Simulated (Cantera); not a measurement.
## Roasting and sulfation: MgCO3 + SO2 + H2O

Input: 1 mol MgCO3, 3.7 mol SO2, 4.5 mol H2O, held at 46.0 mbar.

These are equilibrium values from Cantera (NASA tables, ideal gas, pure condensed phases), not measurements of a reactor. Candidate condensed phases: C, C6H6, C7H8, C8H18, H2O, H2SO4, Mg, MgCO3, MgO, Mg(OH)2, MgS, MgSO4, S; 130 gas species. Gases not in the tables: S3 to S7. Equilibrium is a limit: real reactors are often held back by kinetics, nucleation or transport.

```json
[
 {"T (°C)": "427", "log p H2O": "-1.60", "log p SO2": "-1.87", "log p CO2": "-2.23", "log p H2S": "-2.95", "log p S2": "-3.23", "log p H2": "-5.46", "log p O2": "<-13", "n MgSO4(s)": "1.00", "n MgO(s)": "0"},
 {"T (°C)": "527", "log p H2O": "-1.65", "log p SO2": "-1.73", "log p CO2": "-2.30", "log p H2S": "-6.91", "log p S2": "-8.05", "log p H2": "-6.18", "log p O2": "<-13", "n MgSO4(s)": "0.000226", "n MgO(s)": "1.000"},
 {"T (°C)": "627", "log p H2O": "-1.65", "log p SO2": "-1.73", "log p CO2": "-2.30", "log p H2S": "-11.11", "log p S2": "<-13", "log p H2": "-7.05", "log p O2": "-12.19", "n MgSO4(s)": "0", "n MgO(s)": "1.00"},
 {"T (°C)": "727", "log p H2O": "-1.65", "log p SO2": "-1.73", "log p CO2": "-2.30", "log p H2S": "-11.14", "log p S2": "-13.29", "log p H2": "-6.63", "log p O2": "-10.16", "n MgSO4(s)": "0", "n MgO(s)": "1.00"},
 {"T (°C)": "827", "log p H2O": "-1.65", "log p SO2": "-1.73", "log p CO2": "-2.30", "log p H2S": "-11.17", "log p S2": "-13.19", "log p H2": "-6.28", "log p O2": "-8.49", "n MgSO4(s)": "0", "n MgO(s)": "1.00"},
 {"T (°C)": "927", "log p H2O": "-1.65", "log p SO2": "-1.73", "log p CO2": "-2.30", "log p H2S": "-11.14", "log p S2": "-13.03", "log p H2": "-5.97", "log p O2": "-7.14", "n MgSO4(s)": "0", "n MgO(s)": "1.00"},
 {"T (°C)": "1027", "log p H2O": "-1.65", "log p SO2": "-1.73", "log p CO2": "-2.30", "log p H2S": "-10.88", "log p S2": "-12.59", "log p H2": "-5.63", "log p O2": "-6.15", "n MgSO4(s)": "0", "n MgO(s)": "1.00"},
 {"T (°C)": "1127", "log p H2O": "-1.65", "log p SO2": "-1.73", "log p CO2": "-2.30", "log p H2S": "-10.38", "log p S2": "-11.83", "log p H2": "-5.25", "log p O2": "-5.49", "n MgSO4(s)": "0", "n MgO(s)": "1.00"},
 {"T (°C)": "1227", "log p H2O": "-1.65", "log p SO2": "-1.73", "log p CO2": "-2.30", "log p H2S": "-9.81", "log p S2": "-11.01", "log p H2": "-4.87", "log p O2": "-5.01", "n MgSO4(s)": "0", "n MgO(s)": "1.000"},
 {"T (°C)": "1327", "log p H2O": "-1.65", "log p SO2": "-1.73", "log p CO2": "-2.30", "log p H2S": "-9.28", "log p S2": "-10.23", "log p H2": "-4.52", "log p O2": "-4.61", "n MgSO4(s)": "0", "n MgO(s)": "1.000"},
 {"T (°C)": "1427", "log p H2O": "-1.65", "log p SO2": "-1.73", "log p CO2": "-2.31", "log p H2S": "-8.80", "log p S2": "-9.54", "log p H2": "-4.22", "log p O2": "-4.26", "n MgSO4(s)": "0", "n MgO(s)": "1.000"},
 {"T (°C)": "1527", "log p H2O": "-1.65", "log p SO2": "-1.73", "log p CO2": "-2.31", "log p H2S": "-8.36", "log p S2": "-8.91", "log p H2": "-3.94", "log p O2": "-3.96", "n MgSO4(s)": "0", "n MgO(s)": "1.000"}
]
```
log p: log10 of the partial pressure in bar; n: condensed amount in mol.

At 427 °C the condensed part is MgSO4(s). At 527 °C the condensed part is MgO(s) + MgSO4(s). From 627 °C to 1527 °C the condensed part is MgO(s).
